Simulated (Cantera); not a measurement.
Feed: 1 mol Si2H6, 4.2 mol O2, held at 1700 K and 8.30 mbar.

These are equilibrium values from Cantera (NASA tables, ideal gas, pure condensed phases), not measurements of a reactor. Candidate condensed phases: H2O, Si, SiO2; 18 gas species. The feed counts by its element totals alone. The tables hold silica as quartz up to 1696 K and as liquid above; real silica turns to tridymite and cristobalite and melts near 1996 K. Rates play no part.

Q: What is the equilibrium state?

A: 
```
Property                              Value
--------------------------------  ---------
x(H2O)                                0.808
x(O2)                                 0.188
x(OH)                               0.00333
x(H2)                              0.000411
x(O)                               0.000213
x(H)                                3.28e-5
n(SiO2(condensed))                 2.00 mol
gas amount                        3.704 mol
log10 activity of Si(l) (absent)     -15.90
```
